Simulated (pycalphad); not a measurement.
All values are pycalphad results on the COST 507 light-alloy database (1999) (1 atm), not direct measurements. These are 1990s assessments: newer ones move some temperatures and phases.

### Question
Which phases does Cu-88 at.% Y hold at 1625 K, with what compositions and amounts?

### Answer
liquid with 85.2 at.% Y and hcp with >99.99 at.% Y. The lever rule gives (88 − 85.2)/(100.0 − 85.2) = 0.19 of hcp and 0.81 of liquid.

### Question
Which phases does Cu-61 at.% Y hold at 1075 K, with what compositions and amounts?

### Answer
CUY with 50.0 at.% Y and liquid with 64.3 at.% Y. The lever rule gives (61 − 50.0)/(64.3 − 50.0) = 0.77 of liquid and 0.23 of CUY.

### Question
Which phases does Cu-10 at.% Y hold at 850 K, with what compositions and amounts?

### Answer
fcc with <0.01 at.% Y and CU6Y with 13.6 at.% Y. The lever rule gives (10 − 0.0)/(13.6 − 0.0) = 0.74 of CU6Y and 0.26 of fcc.

### Question
Which phases does Cu-10 at.% Y hold at 725 K, with what compositions and amounts?

### Answer
fcc with <0.01 at.% Y and CU6Y with 13.9 at.% Y. The lever rule gives (10 − 0.0)/(13.9 − 0.0) = 0.72 of CU6Y and 0.28 of fcc.

Database names, with the compositions (at.%) that they take in these runs: CUY: Cu 50 Y 50; CU6Y: Cu 84-87 Y 13-16.
